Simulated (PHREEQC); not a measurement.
Solution (35 °C): 0.053 mol NaHSO4, 0.00013 mol NaOH and 0.00026 mol KCl per kg of water. Closed to the air; pH follows from the charge balance.

The numbers come from PHREEQC with the ion-association model, wateq4f.dat.

**Question.** The ionic strength comes out as 0.0993 mol/kgw. What activity coefficients do Cl-, K+, H+, Na+, SO4-2 get?

**Answer.** Cl- 0.76, K+ 0.76, H+ 0.82, Na+ 0.78, SO4-2 0.37.

This is a speciation only: nothing precipitates in the calculation. Species that the database lacks are ignored.
